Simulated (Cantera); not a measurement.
## Thermodynamics of nitride etching, feed BN + O2

Input: 1 mol BN, 12 mol O2, held at 750 Torr.

Method: chemical equilibrium by Gibbs-energy minimisation in Cantera with the NASA 1993 tables (ideal gas, pure condensed phases). Candidate condensed phases: B, BN, B2O3; 17 gas species. Kinetics and transport are ignored.

| T (K) | log p O2 | log p N2 | log p NO | log p B2O3 | log p BO2 | log p O | log p NO2 | n B2O3(l) |
|---|---|---|---|---|---|---|---|---|
| 1225 | -0.02 | -1.37 | -3.93 | -7.69 | -7.54 | -7.39 | -5.42 | 0.500 |
| 1275 | -0.02 | -1.37 | -3.78 | -7.04 | -6.99 | -6.96 | -5.37 | 0.500 |
| 1325 | -0.02 | -1.37 | -3.64 | -6.44 | -6.48 | -6.57 | -5.32 | 0.500 |
| 1375 | -0.02 | -1.37 | -3.51 | -5.88 | -6.00 | -6.21 | -5.27 | 0.500 |
| 1425 | -0.02 | -1.37 | -3.39 | -5.37 | -5.57 | -5.87 | -5.22 | 0.500 |
| 1475 | -0.02 | -1.37 | -3.27 | -4.89 | -5.16 | -5.55 | -5.18 | 0.500 |
| 1525 | -0.02 | -1.37 | -3.17 | -4.45 | -4.78 | -5.26 | -5.14 | 0.499 |
| 1575 | -0.02 | -1.38 | -3.07 | -4.03 | -4.42 | -4.98 | -5.10 | 0.499 |
| 1625 | -0.02 | -1.38 | -2.97 | -3.64 | -4.09 | -4.72 | -5.07 | 0.497 |
| 1675 | -0.02 | -1.38 | -2.89 | -3.28 | -3.78 | -4.48 | -5.03 | 0.493 |
| 1725 | -0.02 | -1.38 | -2.81 | -2.94 | -3.49 | -4.25 | -5.00 | 0.485 |
log p: log10 of the partial pressure in bar; n: condensed amount in mol.

From 1225 K to 1725 K the condensed part is B2O3(l). The main B-bearing gas is B2O3 throughout.
